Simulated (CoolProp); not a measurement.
Vapour-liquid equilibrium of cis-2-butene (1) + ethanol (2) at 612 kPa; x and y are mole fractions of (1).

Model: multi-fluid Helmholtz-energy mixture model, Lemmon 2005 and Schroeder 2014; pair parameters Bell 2016, in CoolProp.

Task: Give the bubble temperature and the first vapour's composition at x = 0.25, 0.35, 0.65. Is there an azeotrope?

Result: x = 0.25: 348.6 K, y = 0.865; x = 0.35: 343.1 K, y = 0.896; x = 0.65: 340.5 K, y = 0.911. No azeotrope shows between x = 0.05 and 0.95.

The pair parameters rest on a limited set of measurements; away from them the model extrapolates. With so large a gap from Raoult's law the liquid may split in two, which this calculation doesn't test in full.
